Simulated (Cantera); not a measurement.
# Silicon etching in halogen gases: Si + HCl + N2 + F2

A closed system holds: 1 mol Si, 1.7 mol HCl, 1.6 mol N2, 1.2 mol F2, at 1098.15 K.

Method: chemical equilibrium by Gibbs-energy minimisation in Cantera with the NASA 1993 tables (ideal gas, pure condensed phases). Candidate condensed phases: NH4Cl, Si, Si3N4; 49 gas species. N2 is the only nitrogen source here; it is nearly inert below about 1500 K, so the nitride shown seldom forms there in practice. The tables' values for SiCl3, SiF3, SiF2 are old estimates; treat these amounts as uncertain. The numbers say what is thermodynamically allowed, not how fast it happens.

| P (Pa) | x N2 | x HCl | x SiF4 | x H2 | x SiCl4 | x SiCl2 | n Si3N4(s) |
|---|---|---|---|---|---|---|---|
| 1 | 0.394 | 0.333 | 0.162 | 0.0663 | 0.0236 | 0.0127 | 0.0830 |
| 6.80 | 0.396 | 0.324 | 0.165 | 0.0730 | 0.0332 | 0.00303 | 0.0863 |
| 46 | 0.400 | 0.308 | 0.166 | 0.0823 | 0.0399 | 0.000674 | 0.0830 |
| 320 | 0.404 | 0.288 | 0.167 | 0.0927 | 0.0459 | 0.000143 | 0.0774 |
| 2200 | 0.408 | 0.268 | 0.168 | 0.103 | 0.0516 | 3.03e-5 | 0.0713 |
| 15000 | 0.412 | 0.247 | 0.168 | 0.114 | 0.0571 | 6.42e-6 | 0.0648 |
| 100000 | 0.417 | 0.226 | 0.168 | 0.125 | 0.0626 | 1.38e-6 | 0.0585 |
x: gas mole fraction; n: condensed amount in mol.

From 1.00 Pa to 1.00 bar the condensed part is Si3N4(s). The main Si-bearing gas is SiF4 throughout. The share of Si in condensed phases is highest at 6.80 Pa (25.9 %) and lowest at 1.00 bar (17.5 %).
